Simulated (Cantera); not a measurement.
What does this Cantera script print?

```python
import numpy as np
import cantera as ct

gas = ct.Solution("gri30.yaml")
gas.TPX = 2550, 4300, {'CH4': 0.012, 'H2': 1, 'O2': 0.016, 'N2': 0.036}
reactor = ct.IdealGasConstPressureReactor(gas, energy="off", clone=False)
net = ct.ReactorNet([reactor])
net.rtol, net.atol = 1e-08, 1e-18
show = ['CH4', 'H2', 'O2', 'H2O2', 'HCO']
times = np.geomspace(5e-06, 40, 13)

steps = ct.SolutionArray(gas, extra=["t"])
rows = []
print(f"{'t/s':>10s}{'T/K':>9s}{'P/Pa':>11s}" + "".join(f"{s:>11s}" for s in show))
for t in times:
    while net.time < t:
        t_next = net.step()
        steps.append(gas.state, t=t_next)
    rows.append([np.interp(t, steps.t, y) for y in (steps.T, steps.P, *steps(*show).X.T)])
    print(f"{t:10.3e}{rows[-1][0]:9.1f}{rows[-1][1]:11.4g}" + "".join(f"{x:11.3e}" for x in rows[-1][2:]))
rate = np.gradient(steps.T, steps.t)
print("integrator steps:", len(steps.t))
if steps.T.max() > steps.T[0] + 200:
    print(f"time of steepest temperature rise: {steps.t[rate.argmax()]:.4e} s")
gas.TPX = 2550, 4300, {'CH4': 0.012, 'H2': 1, 'O2': 0.016, 'N2': 0.036}
gas.equilibrate("TP")
print(f"equilibrium (TP): T = {gas.T:.1f} K  " + "  ".join(f"{s} {gas[s].X[0]:.3e}" for s in show))
```

Result:

```
       t/s      T/K       P/Pa        CH4         H2         O2       H2O2        HCO
 5.000e-06   2550.0       4300  1.117e-02  9.396e-01  1.500e-02  6.210e-07  4.211e-10
 1.880e-05   2550.0       4300  1.093e-02  9.382e-01  1.477e-02  1.035e-06  2.401e-08
 7.071e-05   2550.0       4300  9.354e-03  9.261e-01  1.119e-02  4.301e-07  1.209e-06
 2.659e-04   2550.0       4300  4.684e-03  8.939e-01  5.635e-05  1.249e-09  1.068e-06
 1.000e-03   2550.0       4300  1.428e-03  8.924e-01  8.837e-08  8.779e-12  4.619e-07
 3.761e-03   2550.0       4300  3.677e-04  8.876e-01  1.029e-07  8.690e-12  1.774e-07
 1.414e-02   2550.0       4300  5.786e-05  8.770e-01  1.109e-07  7.407e-12  5.149e-08
 5.318e-02   2550.0       4300  6.236e-11  8.448e-01  2.589e-07  1.239e-11  9.558e-09
 2.000e-01   2550.0       4300  1.855e-12  8.081e-01  5.432e-07  1.980e-11  8.121e-09
 7.521e-01   2550.0       4300  1.661e-12  8.050e-01  5.735e-07  2.048e-11  8.020e-09
 2.828e+00   2550.0       4300  1.661e-12  8.050e-01  5.735e-07  2.048e-11  8.020e-09
 1.064e+01   2550.0       4300  1.661e-12  8.050e-01  5.735e-07  2.048e-11  8.020e-09
 4.000e+01   2550.0       4300  1.661e-12  8.050e-01  5.735e-07  2.048e-11  8.020e-09
integrator steps: 2017
equilibrium (TP): T = 2550.0 K  CH4 1.770e-12  H2 8.050e-01  O2 5.735e-07  H2O2 2.048e-11  HCO 8.020e-09
```

Computed with Cantera and GRI-Mech 3.0 (53 species, 325 reactions). Radical loss at walls, strong at low pressure, is not modelled.
